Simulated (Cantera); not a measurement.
An isothermal, constant-pressure homogeneous reactor starts with CH4 : CO2 : H2 = 1 : 1.2 : 0.12 (molar parts), at 1748 K and 1.00 bar.

Detailed kinetics in Cantera: GRI-Mech 3.0 (53 species, 325 reactions).

x: mole fraction; the columns are a selection and need not sum to one.

```json
[
 {"t (s)": "1.00e-5", "x CH4": "0.431", "x CO2": "0.517", "x H2": "0.0519", "x CO": "7.04e-6", "x H2O": "6.93e-6"},
 {"t (s)": "2.82e-5", "x CH4": "0.430", "x CO2": "0.517", "x H2": "0.0522", "x CO": "3.77e-5", "x H2O": "3.63e-5"},
 {"t (s)": "7.95e-5", "x CH4": "0.427", "x CO2": "0.516", "x H2": "0.0537", "x CO": "0.000221", "x H2O": "0.000203"},
 {"t (s)": "0.000224", "x CH4": "0.415", "x CO2": "0.513", "x H2": "0.0618", "x CO": "0.00123", "x H2O": "0.00105"},
 {"t (s)": "0.000631", "x CH4": "0.371", "x CO2": "0.496", "x H2": "0.0972", "x CO": "0.00610", "x H2O": "0.00501"},
 {"t (s)": "0.00178", "x CH4": "0.284", "x CO2": "0.446", "x H2": "0.172", "x CO": "0.0239", "x H2O": "0.0207"},
 {"t (s)": "0.00502", "x CH4": "0.174", "x CO2": "0.350", "x H2": "0.237", "x CO": "0.0791", "x H2O": "0.0717"},
 {"t (s)": "0.0141", "x CH4": "…", "x CO2": "…", "x H2": "0.235", "x CO": "…", "x H2O": "…"},
 {"t (s)": "0.0399", "x CH4": "0.0271", "x CO2": "0.0942", "x H2": "0.232", "x CO": "0.300", "x H2O": "0.229"},
 {"t (s)": "0.112", "x CH4": "0.0188", "x CO2": "0.0656", "x H2": "0.285", "x CO": "0.359", "x H2O": "0.184"},
 {"t (s)": "0.317", "x CH4": "0.0135", "x CO2": "0.0423", "x H2": "0.349", "x CO": "0.417", "x H2O": "0.127"},
 {"t (s)": "0.893", "x CH4": "0.00805", "x CO2": "0.0250", "x H2": "0.403", "x CO": "0.462", "x H2O": "0.0786"},
 {"t (s)": "2.52", "x CH4": "0.00380", "x CO2": "0.0152", "x H2": "0.437", "x CO": "0.488", "x H2O": "0.0492"},
 {"t (s)": "7.10", "x CH4": "…", "x CO2": "0.0114", "x H2": "0.452", "x CO": "0.497", "x H2O": "0.0374"},
 {"t (s)": "20.0", "x CH4": "5.20e-5", "x CO2": "0.0108", "x H2": "0.455", "x CO": "0.498", "x H2O": "0.0356"}
]
```

**Question.** What belongs in the gaps?

**Answer.** 
- 0.0141, x CH4: 0.0747
- 0.0141, x CO2: 0.199
- 0.0141, x CO: 0.196
- 0.0141, x H2O: 0.176
- 7.10, x CH4: 0.00110
